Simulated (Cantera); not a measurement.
Mixture: H2 : O2 : N2 : NO = 1 : 0.685 : 2.58 : 0.021 (molar parts), at 4.84 atm, adiabatic and at constant pressure. Ignition delay is the time to a rise of 400 K.

Detailed kinetics in Cantera: GRI-Mech 3.0 (53 species, 325 reactions). The hydrogen kinetics of GRI-Mech 3.0 are dated; newer H2 mechanisms differ, most at raised pressure. The mechanism lacks 2 NO + O2 → 2 NO2 and HONO, so NO2 and the effect of NO are under-described below about 1400 K. Where the delays flatten at high temperature, the 400 K rule measures the pace of heat release, not the induction time.

Task: What does this change do: H2 1 to 1.4 parts?

Result: 
```csv
quantity,before,after
delay at 1175 K,15.1 µs,15.2 µs
delay at 1250 K,8.78 µs,8.74 µs
delay at 1325 K,5.80 µs,5.71 µs
delay at 1400 K,4.19 µs,4.09 µs
delay at 1475 K,3.22 µs,3.12 µs
delay at 1550 K,2.61 µs,2.50 µs
delay at 1625 K,2.21 µs,2.08 µs
```
